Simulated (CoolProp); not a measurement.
Chlorine along the isobar 14 MPa: fugacity coefficient from the reference equation and from simpler models built on Tc = 143.7 °C, pc = 7.642 MPa, ω = 0.070; each cubic takes its own stable root.

Computed with CoolProp (reference Helmholtz-energy equation of state, Thol 2021).

| T (°C) | phase | reference | van der Waals | Redlich-Kwong | Soave-Redlich-Kwong | Peng-Robinson |
|---|---|---|---|---|---|---|
| 74.85 | liquid | 0.1790 | 0.2729 | 0.1887 | 0.1832 | 0.1745 |
| 82.15 | liquid | 0.2010 | 0.2924 | 0.2112 | 0.2056 | 0.1957 |
| 89.45 | liquid | ___ | 0.3122 | 0.2348 | 0.2292 | 0.2180 |
| 96.85 | liquid | 0.2489 | 0.3326 | 0.2597 | 0.2543 | 0.2417 |
| 104.15 | liquid | 0.2744 | 0.3529 | 0.2850 | 0.2800 | 0.2661 |
| 111.45 | liquid | 0.3008 | 0.3735 | 0.3111 | 0.3066 | 0.2913 |
| 118.75 | liquid | 0.3280 | 0.3941 | 0.3377 | 0.3339 | 0.3172 |
| 126.15 | liquid | 0.3563 | 0.4151 | 0.3650 | ___ | ___ |
| 133.45 | liquid | 0.3848 | 0.4358 | 0.3922 | 0.3904 | ___ |
| 140.75 | liquid | 0.4136 | 0.4565 | 0.4194 | 0.4188 | 0.3978 |
| 148.05 | supercritical | 0.4426 | 0.4770 | 0.4464 | ___ | 0.4248 |
| 155.45 | supercritical | 0.4721 | 0.4976 | 0.4734 | 0.4756 | 0.4518 |

Some entries are withheld; supply them.


- 89.45, reference: 0.2242
- 126.15, Soave-Redlich-Kwong: 0.3622
- 126.15, Peng-Robinson: 0.3440
- 133.45, Peng-Robinson: 0.3708
- 148.05, Soave-Redlich-Kwong: 0.4472
